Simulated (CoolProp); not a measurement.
Vapour-liquid equilibrium of CH2F2 (R32) (1) + R1234ze(E) (2) at 261.4 K; x and y are mole fractions of (1).

Computed with CoolProp (multi-fluid Helmholtz-energy mixture model, Tillner-Roth 1997 and Thol 2016; pair parameters Bell 2023).

**Question.** Give the bubble pressure and the first vapour's composition at x = 0.05, 0.5, 0.95. Is there an azeotrope?

**Answer.** x = 0.05: 163.0 kPa, y = 0.191; x = 0.5: 361.6 kPa, y = 0.781; x = 0.95: 528.5 kPa, y = 0.981. No azeotrope shows between x = 0.05 and 0.95.

The pair parameters rest on a limited set of measurements; away from them the model extrapolates.
